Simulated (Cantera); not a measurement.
Feed: 1 mol BN, 72 mol H2, 2.6 mol N2, equilibrated at 1.00 bar.

Method: chemical equilibrium by Gibbs-energy minimisation in Cantera with the NASA 1993 tables (ideal gas, pure condensed phases). Candidate condensed phases: B, BN; 15 gas species. Equilibrium is a limit: real reactors are often held back by kinetics, nucleation or transport. All values below are at 850 °C.

Base state: H2 0.965, N2 0.0348, NH3 4.96e-5 (mole fractions); condensed: BN(s).

Q: What changes in the equilibrium state with this change: BN replaced by AlN?

A: 
| species | before | after |
|---|---|---|
| H2 | 0.965 | 0.965 |
| N2 | 0.0348 | 0.0348 |
| NH3 | 4.96e-5 | 4.96e-5 |
| BN(s), mol | 1.00 | 0 |
| AlN(s), mol | 0 | 1.00 |
Further candidate phases: Al, AlN.
